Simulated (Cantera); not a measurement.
A closed system holds: 1 mol Al, 1.1 mol H₂O, a varied amount of O₂, held at 1075 °C and 100000 Pa.

These are equilibrium values from Cantera (NASA tables, ideal gas, pure condensed phases), not measurements of a reactor. Candidate condensed phases: Al, Al₂O₃, H₂O; 19 gas species. Mutual solubility and eutectic melting of coexisting phases are not modelled. Gases not in the tables: Al(OH)₃. Rates play no part.

Problem. Which condensed phases are stable at each of these points (n(O₂) (mol)): 0.13, 0.16, 0.19, 0.23, 0.27, 0.32, 0.38, 0.46, 0.55, 0.66, 0.78?

Solution. 
| n(O₂) (mol) | condensed phases | Al condensed (%) |
|---|---|---|
| 0.13 | Al(l) + Al₂O₃(s) | 100.0 |
| 0.16 | Al(l) + Al₂O₃(s) | 100.0 |
| 0.19 | Al(l) + Al₂O₃(s) | 100.0 |
| 0.23 | Al₂O₃(s) | 100.0 |
| 0.27 | Al₂O₃(s) | 100.0 |
| 0.32 | Al₂O₃(s) | 100.0 |
| 0.38 | Al₂O₃(s) | 100.0 |
| 0.46 | Al₂O₃(s) | 100.0 |
| 0.55 | Al₂O₃(s) | 100.0 |
| 0.66 | Al₂O₃(s) | 100.0 |
| 0.78 | Al₂O₃(s) | 100.0 |

From 0.13 mol O₂ to 0.19 mol O₂ the condensed part is Al(l) + Al₂O₃(s). From 0.23 mol O₂ to 0.78 mol O₂ the condensed part is Al₂O₃(s).
